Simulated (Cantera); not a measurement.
# Adiabatic ignition

An adiabatic, constant-pressure homogeneous reactor starts with C₂H₄ : O₂ : N₂ : H₂O = 1 : 4.35 : 16.3 : 0.82 (molar parts), equivalence ratio 0.69, at 1125 K and 1.01 bar.

Cantera simulation using GRI-Mech 3.0 (53 species, 325 reactions); the numbers are that mechanism's predictions, not measurements. GRI-Mech 3.0 was tuned for natural gas; its chemistry of ethylene as a main component is partial and can be far from experiment.

```tsv
t (s)	T (K)	x C₂H₄	x O₂	x H₂O	x H₂O₂	x C₂H₆
4.00e-6	1125	0.0445	0.194	0.0365	<1e-12	<1e-12
1.80e-5	1125	0.0445	0.194	0.0365	<1e-12	<1e-12
8.08e-5	1125	0.0445	0.194	0.0365	<1e-12	<1e-12
0.000363	1125	0.0445	0.194	0.0365	<1e-12	<1e-12
0.00163	1125	0.0445	0.194	0.0365	7.47e-10	1.05e-10
0.00734	2461	<1e-12	0.0605	0.116	1.86e-7	<1e-12
0.0330	2452	<1e-12	0.0574	0.117	1.78e-7	<1e-12
0.148	2450	<1e-12	0.0565	0.117	1.76e-7	<1e-12
0.667	2450	<1e-12	0.0565	0.117	1.76e-7	<1e-12
3.00	2450	<1e-12	0.0565	0.117	1.76e-7	<1e-12
```
x: mole fraction; the columns are a selection and need not sum to one.

```yaml
time_of_steepest_temperature_rise: 2.47 ms
temperature at 3.00 s: 2450 K
equilibrium_temperature: 2450 K
x(C₂H₄) at 3.00 s: <1e-12 (gas-phase equilibrium <1e-12)
x(O₂) at 3.00 s: 0.0565 (gas-phase equilibrium 0.0565)
x(H₂O) at 3.00 s: 0.117 (gas-phase equilibrium 0.117)
```
